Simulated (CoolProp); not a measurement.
Vapour-liquid equilibrium of n-heptane (1) + n-dodecane (2) at 483.2 K; x and y are mole fractions of (1).

Model: multi-fluid Helmholtz-energy mixture model, Span 2003 and Lemmon 2004; pair parameters Bell 2016, in CoolProp.

```csv
x,bubble pressure (MPa),y at the bubble point,dew pressure at overall composition x (MPa),liquid density (mol/L)
0.05,0.1266,0.327,0.09152,3.579
0.125,0.1898,0.571,0.09897,3.669
0.2,0.2572,0.699,0.1077,3.762
0.275,0.3281,0.778,0.1181,3.857
0.35,0.4019,0.830,0.1307,3.955
0.425,0.4782,0.868,0.1462,4.055
0.5,0.5567,0.896,0.1659,4.157
0.575,0.6373,0.919,0.1915,4.261
0.65,0.7201,0.937,0.2265,4.366
0.725,0.8057,0.953,0.2770,4.470
0.8,0.8948,0.966,0.3561,4.570
0.875,0.9886,0.979,0.4960,4.665
0.95,1.089,0.992,0.7904,4.747
```

No azeotrope shows between x = 0.05 and 0.95.

Pair parameters are fitted to limited data, so mixtures are less certain than the pure fluids.
